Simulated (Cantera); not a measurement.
Input: 1 mol Si₂Cl₆, 0.23 mol NH₃, 0.73 mol H₂, at 1377 °C and 5.50 Pa.

Cantera equilibrium calculation (NASA polynomials, part measured and part estimated; ideal gas, pure solids and liquids). Candidate condensed phases: NH₄Cl, Si, Si₃N₄; 28 gas species. The feed counts by its element totals alone. The tables' values for SiCl₃, SiCl are old estimates; treat these amounts as uncertain. Rates play no part.

What is the equilibrium state?


- x(SiCl₂): 0.464
- x(HCl): 0.441
- x(H₂): 0.0327
- x(N₂): 0.0272
- x(Cl): 0.0234
- x(SiCl₃): 0.00871
- x(H): 0.00222
- x(SiCl): 0.000441
- x(SiCl₄): 0.000359
- gas amount: 4.226 mol
- log10 activity of Si(s) (absent): -1.66
